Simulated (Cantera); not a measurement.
An adiabatic, constant-volume homogeneous reactor starts with 4.82 % C2H4, 16.6 % O2, 64.6 % N2, 14.0 % H2O, equivalence ratio 0.87, at 1350 K and 1.40 bar.

Computed with Cantera and GRI-Mech 3.0 (53 species, 325 reactions). GRI-Mech 3.0 was tuned for natural gas; its chemistry of ethylene as a main component is partial and can be far from experiment.

Predict: time of steepest temperature rise; temperature at 0.500 s; equilibrium temperature; x(O2) at 0.500 s; x(H2O) at 0.500 s; x(H) at 0.500 s.


- time of steepest temperature rise = 55.5 µs
- temperature at 0.500 s = 2741 K
- equilibrium temperature = 2741 K
- x(O2) at 0.500 s = 0.0291 (gas-phase equilibrium 0.0291)
- x(H2O) at 0.500 s = 0.205 (gas-phase equilibrium 0.205)
- x(H) at 0.500 s = 0.00430 (gas-phase equilibrium 0.00430)
